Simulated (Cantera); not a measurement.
A freely propagating, adiabatic, planar premixed flame of CH₃OH : O₂ : N₂ = 1 : 1.07 : 4.03 (molar parts), equivalence ratio 1.4, unburnt at 500 K and 51000 Pa; mixture-averaged transport, grid criteria slope 0.08 and curve 0.16, no radiation.

Detailed kinetics in Cantera: GRI-Mech 3.0 (53 species, 325 reactions). GRI-Mech 3.0 was tuned for natural gas; its chemistry of methanol as a main component is partial and can be far from experiment. Burning velocities carry a grid error of a few per cent, more on coarse grids.

What does this change do: N2 4.03 to 5.1 parts?


```
quantity                    before      after
------------------------  --------  ---------
laminar burning velocity  122 cm/s  91.7 cm/s
thermal thickness         0.432 mm   0.519 mm
peak x(CH₂O)                0.0144     0.0113
peak x(CH₂)                2.36e-5    1.62e-5
peak x(C₂H)                  <1e-8      <1e-8
```

What does this change do: 0.15 parts CO2 added?


```csv
quantity,before,after
laminar burning velocity,122 cm/s,110 cm/s
thermal thickness,0.432 mm,0.459 mm
peak x(CH₂O),0.0144,0.0136
peak x(CH₂),2.36e-5,2.01e-5
peak x(C₂H),<1e-8,<1e-8
```

What does this change do: inlet temperature 500 to 600 K?


```tsv
quantity	before	after
laminar burning velocity	122 cm/s	167 cm/s
thermal thickness	0.432 mm	0.406 mm
peak x(CH₂O)	0.0144	0.0153
peak x(CH₂)	2.36e-5	2.68e-5
peak x(C₂H)	<1e-8	1.29e-8
```
